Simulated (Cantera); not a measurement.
A closed system holds: 1 mol AlN, 11 mol Cl₂, equilibrated at 1923 K and 0.0100 bar.

Equilibrium computed with Cantera from the NASA thermochemical tables; the gas is ideal and each condensed phase is pure. Candidate condensed phases: Al, AlCl₃, AlN; 11 gas species. The tables' values for AlCl₂ are old estimates; treat these amounts as uncertain. The numbers say what is thermodynamically allowed, not how fast it happens.

Base state: Cl 0.898, AlCl₃ 0.0498, Cl₂ 0.0273, N₂ 0.0250, AlCl₂ 0.000296 (mole fractions); condensed: gas only.

Task: What changes in the equilibrium state with this change: temperature from 1923 K to 1173.15 K?

Result: 
```tsv
species	before	after
Cl₂	0.0273	0.833
AlCl₃	0.0498	0.0894
N₂	0.0250	0.0447
Cl	0.898	0.0324
AlCl₂	0.000296	<1e-9
```
